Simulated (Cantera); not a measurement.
An isothermal, constant-pressure homogeneous reactor starts with 37.5 % NH₃, 62.5 % N₂, at 1900 K and 100.0 Torr.

Detailed kinetics in Cantera: the gas-phase N/H chemistry of the illustrative SiF4/NH3 mechanism in the Surface Chemkin manual (1991). Walls and surfaces, which speed up NH3 decomposition in real reactors, are not modelled.

x: mole fraction; the columns are a selection and need not sum to one.

```tsv
t (s)	x NH₃	x NH₂	x NH	x N₂H₂	x H₂	x N₂
5.00e-5	0.375	1.66e-5	2.69e-9	7.34e-10	8.22e-6	0.625
0.000146	0.375	4.89e-5	3.50e-8	…	2.45e-5	0.625
0.000429	0.375	0.000142	3.64e-7	…	7.56e-5	0.625
0.00126	0.374	0.000375	1.83e-6	…	0.000309	0.625
0.00368	0.373	0.000570	3.48e-6	1.83e-6	0.00175	0.625
0.0108	0.368	0.000557	4.05e-6	1.86e-6	0.00678	0.624
0.0316	0.355	0.000512	4.95e-6	1.77e-6	0.0211	0.623
0.0926	0.320	0.000444	5.87e-6	…	0.0597	0.620
0.271	0.239	0.000346	6.03e-6	…	0.148	0.613
0.795	0.115	0.000205	4.90e-6	…	0.284	0.601
2.33	0.0204	6.19e-5	2.62e-6	…	0.386	0.593
6.83	0.000384	3.41e-6	4.29e-7	3.42e-10	0.408	0.591
20.0	3.61e-5	3.45e-7	4.70e-8	3.75e-12	0.408	0.591
```

Some entries are withheld; supply them.


- 0.000146, x N₂H₂: 8.33e-9
- 0.000429, x N₂H₂: 8.80e-8
- 0.00126, x N₂H₂: 7.34e-7
- 0.0926, x N₂H₂: 1.53e-6
- 0.271, x N₂H₂: 1.04e-6
- 0.795, x N₂H₂: 4.10e-7
- 2.33, x N₂H₂: 5.23e-8
